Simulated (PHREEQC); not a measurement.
1 kg of water holding 0.43 mol NaCl and 0.59 mol NaOH is evaporated at 90 °C; the solids stay in contact with the brine. CO2 from the air is kept out. Solids allowed: Halite. Others were left out.

Computed with PHREEQC (Pitzer model, pitzer.dat).

```
water left (kg)  ionic strength  water activity  Na in solution (mol/kgw)  Cl in solution (mol/kgw)
---------------  --------------  --------------  ------------------------  ------------------------
1                          1.02           0.966                      1.02                     0.430
0.8219                     1.24           0.959                      1.24                     0.523
0.6755                     1.51           0.949                      1.51                     0.637
0.5552                     1.84           0.938                      1.84                     0.774
0.4563                     2.24           0.923                      2.24                     0.942
0.375                      2.72           0.905                      2.72                      1.15
0.3082                     3.31           0.883                      3.31                      1.40
0.2533                     4.03           0.857                      4.03                      1.70
0.2082                     4.90           0.825                      4.90                      2.07
0.1711                     5.96           0.789                      5.96                      2.51
0.1407                     7.25           0.749                      7.25                      3.06
0.1156                     8.82           0.709                      8.82                      3.72
0.09502                    10.7           0.679                      10.7                      4.53
0.07809                    13.1           0.675                      13.1                      5.51
0.06418                    15.9           0.738                      15.9                      6.70
```

At this temperature some constants are extrapolated from 25 °C, and those without enthalpy data are left unchanged.
